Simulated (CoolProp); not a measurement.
Properties of water along the isotherm 1000 K (Tc = 647.1 K, pc = 22.06 MPa, ω = 0.344).

Values from CoolProp's reference Helmholtz-energy equation of state, Wagner 2002.

| p (MPa) | phase | cp (kJ/(kg K)) | isothermal compressibility (1/MPa) |
|---|---|---|---|
| 0.174 | gas | 2.293 | 5.750 |
| 0.358 | gas | 2.296 | 2.796 |
| 0.736 | gas | 2.301 | 1.361 |
| 1.51 | gas | 2.312 | 0.6648 |
| 3.1 | gas | 2.335 | 0.3252 |
| 6.37 | gas | 2.384 | 0.1596 |
| 13.1 | gas | 2.489 | 0.07902 |
| 26.9 | supercritical | 2.729 | 0.03987 |
| 55.2 | supercritical | 3.278 | 0.02031 |
